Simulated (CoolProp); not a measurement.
A simple Rankine cycle with R152A: condensing at 332.15 K, boiler at 3.7 MPa, turbine inlet 381 K, turbine efficiency 0.9, pump efficiency 0.6, no recuperator. Each further row changes one setting.

Computed with CoolProp (reference Helmholtz-energy equation of state, Outcalt 1996). It is a modified Benedict-Webb-Rubin equation, recast in Helmholtz form.

```tsv
case	thermal efficiency (%)	net work (kJ/kg)	heat in (kJ/kg)	turbine exit temperature (K)	volume ratio over the turbine
as stated	7.9	18.8	238	332.2	2.85
turbine inlet 401 K	8.6	24.4	284	351.0	2.63
condensing temperature 324.15 K	9.3	23.5	254	324.2	3.49
boiler pressure 2.59 MPa	5.7	15.8	277	351.7	1.80
turbine efficiency 0.8	6.8	16.2	238	332.2	2.88
```

The expansion ends wet for: as stated; condensing temperature 324.15 K; turbine efficiency 0.8.
